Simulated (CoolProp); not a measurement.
Methanol along the isobar 32.8 bar: Z from the reference equation and from simpler models built on Tc = 513.4 K, pc = 82.16 bar, ω = 0.565; each cubic takes its own stable root.

Model: reference Helmholtz-energy equation of state, de Reuck 1993, in CoolProp.

```csv
T (K),phase,reference,van der Waals,Redlich-Kwong
331,liquid,0.05034,0.1028,0.07047
348.2,liquid,0.04894,0.1003,0.06908
365.3,liquid,0.04779,0.09844,0.06812
382.4,liquid,0.04688,0.09715,0.06762
399.6,liquid,0.04623,0.09657,0.06762
416.7,liquid,0.04590,0.7477,0.06826
433.9,liquid,0.04595,0.7795,0.06982
451,liquid,0.04659,0.8048,0.7593
468.2,gas,0.7043,0.8257,0.7912
485.3,gas,0.7791,0.8433,0.8167
502.5,gas,0.8245,0.8583,0.8378
519.6,gas,0.8553,0.8713,0.8555
536.7,gas,0.8777,0.8826,0.8705
553.9,gas,0.8947,0.8926,0.8835
571,gas,0.9076,0.9013,0.8947
```

At some of these states van der Waals, Redlich-Kwong gives the other phase, because its saturation line lies elsewhere.
